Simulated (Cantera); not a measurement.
Premixed flame

A freely propagating, adiabatic, planar premixed flame of H2 : O2 : N2 = 1 : 0.685 : 2.58 (molar parts), equivalence ratio 0.73, unburnt at 500 K and 4.93 atm; multicomponent+Soret transport, grid criteria slope 0.08 and curve 0.16, no radiation.

Model: the H2/O2 subset of GRI-Mech 3.0, which has no nitrogen chemistry, integrated in Cantera. The hydrogen kinetics of GRI-Mech 3.0 are dated; newer H2 mechanisms differ, most at raised pressure. Burning velocities carry a grid error of a few per cent, more on coarse grids.

| z (mm) | T (K) | u (m/s) | x H2 | x O2 | x OH | x HO2 | x H | x H2O2 |
|---|---|---|---|---|---|---|---|---|
| -0.172 | 500 | 2.28 | 0.234 | 0.161 | <1e-8 | <1e-8 | <1e-8 | <1e-8 |
| -0.115 | 500 | 2.28 | 0.232 | 0.161 | <1e-8 | 1.91e-7 | <1e-8 | 3.72e-8 |
| -0.0862 | 501 | 2.27 | 0.226 | 0.162 | <1e-8 | 1.86e-6 | <1e-8 | 3.68e-7 |
| -0.0574 | 509 | 2.26 | 0.209 | 0.166 | <1e-8 | 1.86e-5 | <1e-8 | 3.66e-6 |
| -0.0287 | 633 | 2.66 | 0.156 | 0.171 | 3.87e-5 | 0.000574 | 1.97e-5 | 8.15e-5 |
| -0.0144 | 957 | 3.94 | 0.115 | 0.155 | 0.000722 | 0.000766 | 0.00103 | 0.000125 |
| 0 | 1355 | 5.53 | 0.0688 | 0.120 | 0.00272 | 0.000401 | 0.00530 | 3.19e-5 |
| 0.0144 | 1633 | 6.66 | 0.0343 | 0.0863 | 0.00656 | 0.000216 | 0.00853 | 5.82e-6 |
| 0.0287 | 1794 | 7.30 | 0.0185 | 0.0689 | 0.00963 | 0.000130 | 0.00800 | 3.47e-6 |
| 0.0574 | 1953 | 7.92 | 0.00956 | 0.0589 | 0.0112 | 6.62e-5 | 0.00464 | 2.05e-6 |
| 0.115 | 2070 | 8.36 | 0.00499 | 0.0558 | 0.00946 | 2.97e-5 | 0.00166 | 1.23e-6 |
| 0.230 | 2135 | 8.60 | 0.00208 | 0.0550 | 0.00655 | 1.23e-5 | 0.000419 | 7.38e-7 |
| 0.460 | 2162 | 8.69 | 0.000826 | 0.0551 | 0.00434 | 6.19e-6 | 0.000106 | 4.91e-7 |
x: mole fraction of selected species; z is measured from the peak of heat release.

```
Item                          Value
------------------------  ---------
laminar burning velocity   228 cm/s
thermal thickness         0.0574 mm
peak x(OH)                   0.0112
peak x(HO2)                0.000874
peak x(H)                   0.00869
peak x(H2O2)               0.000130
```
